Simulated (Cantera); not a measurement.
Feed: 1 mol C2H2, 2 mol H2O, 0.25 mol N2, held at 1650 K.

Method: chemical equilibrium by Gibbs-energy minimisation in Cantera with the NASA 1993 tables (ideal gas, pure condensed phases). Candidate condensed phases: C, C6H6, C7H8, C8H18, H2O; 136 gas species. The ideal-gas law is rough above about 30 bar. Equilibrium is a limit: real reactors are often held back by kinetics, nucleation or transport.

x: gas mole fraction; nothing condenses.

```
P (Pa)     x H2   x CO    x N2     x CH4     x H2O
--------  -----  -----  ------  --------  --------
10        0.566  0.380  0.0475  2.55e-10   2.31e-6
72        0.569  0.380  0.0476   4.99e-9   6.23e-6
520       0.571  0.381  0.0476         …         …
3700      0.571  0.381  0.0476   1.81e-6   4.58e-5
27000     0.571  0.381  0.0476   3.23e-5  0.000137
190000    0.571  0.381  0.0475  0.000405  0.000538
1400000   0.565  0.379  0.0478         …         …
10000000  0.531  0.371  0.0496    0.0238    0.0199
```

**Question.** Fill in the missing entries.

**Answer.** 
- 1400000, x CH4: 0.00357
- 1400000, x H2O: 0.00321
- 520, x CH4: 9.71e-8
- 520, x H2O: 1.69e-5
